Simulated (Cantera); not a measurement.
A closed system holds: 1 mol TiC, a varied amount of C, 3.8 mol H2, held at 2100 °C and 75.0 Torr.

Method: chemical equilibrium by Gibbs-energy minimisation in Cantera with the NASA 1993 tables (ideal gas, pure condensed phases). Candidate condensed phases: C, C6H6, C7H8, C8H18, Ti, TiC; 77 gas species. TiC: taken at fixed stoichiometry. Kinetics and transport are ignored.

Question: At 0.069 mol C, list the 5 most abundant gas species with their mole fractions, and the condensed phases.

Answer: H2 0.951, H 0.0431, C2H2 (acetylene) 0.00585, CH4 1.69e-5, C4H2 1.48e-5. Condensed: C(graphite) + TiC(s).
